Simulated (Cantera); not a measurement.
A freely propagating, adiabatic, planar premixed flame of CH4 : O2 : N2 : H2O = 1 : 1.67 : 6.27 : 0.82 (molar parts), equivalence ratio 1.2, unburnt at 500 K and 101000 Pa; mixture-averaged transport, grid criteria slope 0.08 and curve 0.16, no radiation.

Detailed kinetics in Cantera: GRI-Mech 3.0 (53 species, 325 reactions). Burning velocities carry a grid error of a few per cent, more on coarse grids.

Q: What does this change do: inlet temperature 500 to 348 K?

A: 
| quantity | before | after |
|---|---|---|
| laminar burning velocity | 59.1 cm/s | 28.2 cm/s |
| thermal thickness | 0.483 mm | 0.622 mm |
| peak x(CO) | 0.0539 | 0.0501 |
| peak x(CH2) | 5.61e-5 | 3.94e-5 |
| peak x(O) | 0.000973 | 0.000553 |

Q: What does this change do: O2 1.67 to 1.3 parts?

A: 
| quantity | before | after |
|---|---|---|
| laminar burning velocity | 59.1 cm/s | 8.98 cm/s |
| thermal thickness | 0.483 mm | 2.53 mm |
| peak x(CO) | 0.0539 | 0.0534 |
| peak x(CH2) | 5.61e-5 | 2.78e-6 |
| peak x(O) | 0.000973 | 8.12e-6 |

Q: What does this change do: H2O 0.82 to 0.65 parts?

A: 
```json
[
 {"quantity": "laminar burning velocity", "before": "59.1 cm/s", "after": "63.8 cm/s"},
 {"quantity": "thermal thickness", "before": "0.483 mm", "after": "0.454 mm"},
 {"quantity": "peak x(CO)", "before": "0.0539", "after": "0.0561"},
 {"quantity": "peak x(CH2)", "before": "5.61e-5", "after": "6.12e-5"},
 {"quantity": "peak x(O)", "before": "0.000973", "after": "0.00112"}
]
```
